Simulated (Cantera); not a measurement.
# Ignition delay

Mixture: H2 : O2 : N2 = 1 : 1 : 3.76 (molar parts), equivalence ratio 0.50, at 30000 Pa, adiabatic and at constant pressure. Ignition delay is the time to a rise of 400 K.

Detailed kinetics in Cantera: GRI-Mech 3.0 (53 species, 325 reactions). Where the delays flatten at high temperature, the 400 K rule measures the pace of heat release, not the induction time.

| T0 (K) | delay (ms) |
|---|---|
| 1150 | 0.246 |
| 1225 | 0.196 |
| 1300 | 0.174 |
| 1375 | 0.167 |
| 1450 | 0.170 |
| 1525 | 0.181 |
| 1600 | 0.198 |
| 1675 | 0.219 |
| 1750 | 0.245 |
